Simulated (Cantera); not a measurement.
Input: 1 mol C2H5OH, 0.16 mol CO2, 0.24 mol N2, equilibrated at 0.100 bar.

These are equilibrium values from Cantera (NASA tables, ideal gas, pure condensed phases), not measurements of a reactor. Candidate condensed phases: C, C6H6, C7H8, C8H18, H2O; 169 gas species. Ions and electrons are included (thermal ionisation). Kinetics and transport are ignored.

x: gas mole fraction; n: condensed amount in mol.

```tsv
T (K)	x H	x H2	x CO	x C	x N2	x C2H2 (acetylene)	x HCN	x C3	x N	x CN	n C(graphite)
3000	0.302	0.366	0.244	0.000507	0.0308	0.0227	0.0212	0.00312	7.73e-6	0.00181	0.339
3500	[?]	[?]	[?]	[?]	0.0249	[?]	[?]	[?]	[?]	[?]	0
4000	0.707	[?]	0.165	[?]	0.0235	[?]	[?]	[?]	[?]	[?]	0
4500	0.712	0.00424	0.158	0.0879	0.0233	8.26e-7	0.000145	0.000266	0.00435	0.00645	0
5000	0.708	0.00121	0.155	0.0966	0.0195	1.16e-8	1.66e-5	9.77e-6	0.0146	0.00310	0
```

Task: Complete the blanks.

Result: 
- 3500, x H: 0.614
- 3500, x H2: 0.108
- 3500, x CO: 0.188
- 3500, x C: 0.0119
- 3500, x C2H2 (acetylene): 0.00371
- 3500, x HCN: 0.00864
- 3500, x C3: 0.0187
- 3500, x N: 0.000110
- 3500, x CN: 0.00759
- 4000, x H2: 0.0197
- 4000, x C: 0.0553
- 4000, x C2H2 (acetylene): 8.37e-5
- 4000, x HCN: 0.00137
- 4000, x C3: 0.00591
- 4000, x N: 0.000860
- 4000, x CN: 0.0103
